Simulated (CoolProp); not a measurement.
The numbers come from the reference Helmholtz-energy equation of state, Bücker 2006 in CoolProp.

Q: Give the vapour pressure (bar), liquid density (kg/m³), liquid cp (kJ/(kg K)), surface tension (mN/m) of saturated n-butane at 314.8 K.

A: 
| T (K) | p (bar) | liquid density (kg/m³) | liquid cp (kJ/(kg K)) | surface tension (mN/m) |
|---|---|---|---|---|
| 314.8 | 3.96 | 553 | 2.54 | 10.1 |

Surface tension comes from a separate correlation (Mulero 2012).
